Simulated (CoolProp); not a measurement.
Saturation properties of tetrahydrofuran (Tc = 267.0 °C, pc = 5.304 MPa, ω = 0.234).

Values from CoolProp's reference Helmholtz-energy equation of state, Fiedler 2023.

```tsv
T (°C)	p (MPa)	vapour density (kg/m³)	enthalpy of vaporisation (kJ/kg)
133.95	0.6065	14.43	359.2
147.75	0.8064	19.07	345.3
161.55	1.052	24.86	330.3
175.35	1.349	32.10	313.8
189.15	1.704	41.16	295.5
202.95	2.125	52.64	274.8
216.75	2.621	67.54	250.8
230.45	3.198	87.54	222.2
244.25	3.879	117.2	184.8
258.05	4.686	171.0	126.7
```

It boils at 65.9 °C under 1 atm.
